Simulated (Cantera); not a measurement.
# Catalytic stagnation flow on Pt

A jet of 1.47 % H₂, 8.96 % O₂, 89.6 % N₂ at 300 K and 38.3 Torr hits a platinum plate 4.5 cm away at a mass flux of 0.04 kg/m²/s; the plate temperature is set and raised in steps from an oxygen-covered start.

Model: Deutschmann's 1995 Pt surface mechanism with GRI-Mech 3.0 gas chemistry, integrated in Cantera. Catalytic surfaces can have several steady states; this one follows from the mechanism file's or the stated starting coverage.

```csv
plate T (K),wall x H₂,wall x O₂,wall x H₂O,wall x OH,θ free Pt,θ O*,θ OH*
700,0.00205,0.0760,0.0245,<1e-8,0.0612,0.937,0.00168
750,0.00160,0.0755,0.0252,<1e-8,0.0848,0.914,0.00143
800,0.00114,0.0751,0.0260,<1e-8,0.128,0.871,0.00131
850,0.000837,0.0748,0.0264,1.29e-8,0.185,0.814,0.00119
900,0.000647,0.0746,0.0267,4.04e-8,0.250,0.749,0.00106
950,0.000527,0.0745,0.0268,1.12e-7,0.319,0.680,0.000937
1000,0.000448,0.0745,0.0267,2.76e-7,0.390,0.609,0.000814
1050,0.000393,0.0746,0.0265,6.26e-7,0.460,0.539,0.000702
```
x: mole fraction at the wall; θ: surface coverage.
